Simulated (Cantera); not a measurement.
Input: 1 mol Al₂O₃, 0.31 mol N₂, held at 1873 K and 0.470 bar.

Equilibrium computed with Cantera from the NASA thermochemical tables; the gas is ideal and each condensed phase is pure. Candidate condensed phases: Al, AlN, Al₂O₃; 16 gas species. The numbers say what is thermodynamically allowed, not how fast it happens.

Base state: N₂ 1.00 (mole fractions); condensed: Al₂O₃(s).

Task: What changes in the equilibrium state with this change: 0.0074 mol O₂ added?

Result: 
```json
[
 {"species": "N₂", "before": "1.00", "after": "0.976"},
 {"species": "O₂", "before": "<1e-9", "after": "0.0223"},
 {"species": "NO", "before": "1.19e-8", "after": "0.00191"},
 {"species": "O", "before": "<1e-9", "after": "5.15e-5"},
 {"species": "Al₂O₃(s), mol", "before": "1.00", "after": "1.00"}
]
```
